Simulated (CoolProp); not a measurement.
Values from CoolProp's reference Helmholtz-energy equation of state, Lemmon 2006. It is a short technical equation, of lower accuracy than the large ones.

Question: For isohexane, give the phase and the density (kg/m³), cp (kJ/(kg K)) at 220.15 °C and 3350 kPa.

Answer: 
- 220.15 °C and 3350 kPa: liquid; density 371, cp 4.38
